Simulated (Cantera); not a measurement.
What does this Cantera script print?

```python
import numpy as np
import cantera as ct

gas = ct.Solution("h2o2.yaml")
gas.TPX = 1175, 2666, {'H2': 0.035, 'O2': 1}
reactor = ct.IdealGasConstPressureReactor(gas, energy="off", clone=False)
net = ct.ReactorNet([reactor])
net.rtol, net.atol = 1e-08, 1e-18
show = ['H2', 'O2', 'H', 'H2O2', 'HO2']
times = np.geomspace(2e-06, 300, 15)

steps = ct.SolutionArray(gas, extra=["t"])
rows = []
print(f"{'t/s':>10s}{'T/K':>9s}{'P/Pa':>11s}" + "".join(f"{s:>11s}" for s in show))
for t in times:
    while net.time < t:
        t_next = net.step()
        steps.append(gas.state, t=t_next)
    rows.append([np.interp(t, steps.t, y) for y in (steps.T, steps.P, *steps(*show).X.T)])
    print(f"{t:10.3e}{rows[-1][0]:9.1f}{rows[-1][1]:11.4g}" + "".join(f"{x:11.3e}" for x in rows[-1][2:]))
rate = np.gradient(steps.T, steps.t)
print("integrator steps:", len(steps.t))
if steps.T.max() > steps.T[0] + 200:
    print(f"time of steepest temperature rise: {steps.t[rate.argmax()]:.4e} s")
gas.TPX = 1175, 2666, {'H2': 0.035, 'O2': 1}
gas.equilibrate("TP")
print(f"equilibrium (TP): T = {gas.T:.1f} K  " + "  ".join(f"{s} {gas[s].X[0]:.3e}" for s in show))
```

It prints:

```
       t/s      T/K       P/Pa         H2         O2          H       H2O2        HO2
 2.000e-06   1175.0       2666  3.382e-02  9.662e-01  7.108e-11  3.253e-16  7.405e-11
 7.674e-06   1175.0       2666  3.382e-02  9.662e-01  2.456e-10  4.783e-15  2.843e-10
 2.945e-05   1175.0       2666  3.382e-02  9.662e-01  7.139e-10  7.041e-14  1.093e-09
 1.130e-04   1175.0       2666  3.382e-02  9.662e-01  2.449e-09  1.038e-12  4.214e-09
 4.336e-04   1175.0       2666  3.382e-02  9.662e-01  6.109e-08  1.565e-11  1.751e-08
 1.664e-03   1175.0       2666  1.902e-02  9.549e-01  3.276e-03  3.565e-07  6.118e-06
 6.384e-03   1175.0       2666  3.290e-04  9.468e-01  2.515e-03  1.226e-07  5.107e-06
 2.449e-02   1175.0       2666  1.146e-04  9.592e-01  4.964e-04  1.145e-07  3.437e-06
 9.399e-02   1175.0       2666  1.514e-05  9.646e-01  2.403e-05  7.001e-08  1.199e-06
 3.607e-01   1175.0       2666  1.391e-06  9.655e-01  6.972e-07  2.335e-08  2.227e-07
 1.384e+00   1175.0       2666  1.588e-07  9.656e-01  2.800e-08  5.520e-09  3.570e-08
 5.310e+00   1175.0       2666  2.539e-08  9.656e-01  1.842e-09  1.242e-09  8.205e-09
 2.038e+01   1175.0       2666  5.306e-09  9.656e-01  1.790e-10  3.058e-10  5.395e-09
 7.818e+01   1175.0       2666  1.848e-09  9.656e-01  3.718e-11  1.184e-10  7.130e-09
 3.000e+02   1175.0       2666  1.613e-09  9.656e-01  3.035e-11  1.052e-10  7.512e-09
integrator steps: 2249
equilibrium (TP): T = 1175.0 K  H2 1.613e-09  O2 9.656e-01  H 3.035e-11  H2O2 1.052e-10  HO2 7.512e-09
```

Detailed kinetics in Cantera: the H2/O2 subset of GRI-Mech 3.0, which has no nitrogen chemistry. Radical loss at walls, strong at low pressure, is not modelled. The temperature is held fixed by assumption; the heat of reaction is taken as removed at once.
